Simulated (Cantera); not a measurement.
Input (Python, Cantera):

```python
import numpy as np
import cantera as ct

gas = ct.Solution("gri30.yaml")
gas.TPX = 1775, 500000, {'CO': 1, 'H2': 1.2, 'CH4': 0.25, 'O2': 4.85, 'N2': 18.2}
reactor = ct.IdealGasConstPressureReactor(gas, energy="on", clone=False)
net = ct.ReactorNet([reactor])
net.rtol, net.atol = 1e-08, 1e-16
show = ['CO', 'H2', 'CH4', 'CH2O', 'C2H2', 'HO2', 'C2H4']
times = np.geomspace(3e-06, 0.1, 13)

steps = ct.SolutionArray(gas, extra=["t"])
rows = []
print(f"{'t/s':>10s}{'T/K':>9s}{'P/Pa':>11s}" + "".join(f"{s:>11s}" for s in show))
for t in times:
    while net.time < t:
        t_next = net.step()
        steps.append(gas.state, t=t_next)
    rows.append([np.interp(t, steps.t, y) for y in (steps.T, steps.P, *steps(*show).X.T)])
    print(f"{t:10.3e}{rows[-1][0]:9.1f}{rows[-1][1]:11.4g}" + "".join(f"{x:11.3e}" for x in rows[-1][2:]))
rate = np.gradient(steps.T, steps.t)
print("integrator steps:", len(steps.t))
if steps.T.max() > steps.T[0] + 200:
    print(f"time of steepest temperature rise: {steps.t[rate.argmax()]:.4e} s")
gas.TPX = 1775, 500000, {'CO': 1, 'H2': 1.2, 'CH4': 0.25, 'O2': 4.85, 'N2': 18.2}
gas.equilibrate("HP")
print(f"equilibrium (HP): T = {gas.T:.1f} K  " + "  ".join(f"{s} {gas[s].X[0]:.3e}" for s in show))
```

Result:

```
       t/s      T/K       P/Pa         CO         H2        CH4       CH2O       C2H2        HO2       C2H4
 3.000e-06   1962.3      5e+05  4.397e-02  9.487e-03  1.610e-04  4.376e-05  9.847e-08  8.438e-05  2.645e-07
 7.145e-06   2194.5      5e+05  2.233e-02  3.069e-03  7.493e-17  1.059e-10  4.917e-20  3.403e-05  3.959e-23
 1.702e-05   2391.5      5e+05  9.585e-03  1.754e-03  3.311e-18  2.167e-11  5.989e-22  1.559e-05  9.814e-27
 4.054e-05   2497.8      5e+05  4.176e-03  7.849e-04  6.218e-19  5.239e-12  1.009e-22  1.218e-05  2.563e-28
 9.655e-05   2524.7      5e+05  2.604e-03  5.515e-04  2.986e-19  2.844e-12 -4.378e-22  1.284e-05  1.069e-27
 2.300e-04   2524.9      5e+05  2.534e-03  5.421e-04  3.379e-19  2.751e-12  3.380e-23  1.284e-05  5.314e-29
 5.477e-04   2523.1      5e+05  2.516e-03  5.387e-04  3.315e-19  2.714e-12  3.263e-23  1.275e-05  5.136e-29
 1.305e-03   2519.2      5e+05  2.477e-03  5.314e-04  3.180e-19  2.636e-12  3.020e-23  1.255e-05  4.767e-29
 3.107e-03   2511.8      5e+05  2.406e-03  5.179e-04  2.938e-19  2.495e-12  2.605e-23  1.219e-05  4.134e-29
 7.401e-03   2502.3      5e+05  2.316e-03  5.009e-04  2.646e-19  2.323e-12  2.141e-23  1.173e-05  3.424e-29
 1.763e-02   2496.8      5e+05  2.265e-03  4.912e-04  2.487e-19  2.227e-12  1.907e-23  1.146e-05  3.063e-29
 4.198e-02   2496.1      5e+05  2.259e-03  4.900e-04  2.468e-19  2.216e-12  1.880e-23  1.143e-05  3.021e-29
 1.000e-01   2496.1      5e+05  2.258e-03  4.900e-04  2.467e-19  2.216e-12  1.879e-23  1.143e-05  3.021e-29
integrator steps: 1410
time of steepest temperature rise: 2.5666e-06 s
equilibrium (HP): T = 2496.1 K  CO 2.258e-03  H2 4.900e-04  CH4 3.710e-19  CH2O 2.216e-12  C2H2 2.199e-23  HO2 1.143e-05  C2H4 3.954e-29
```

Model: GRI-Mech 3.0 (53 species, 325 reactions), integrated in Cantera.
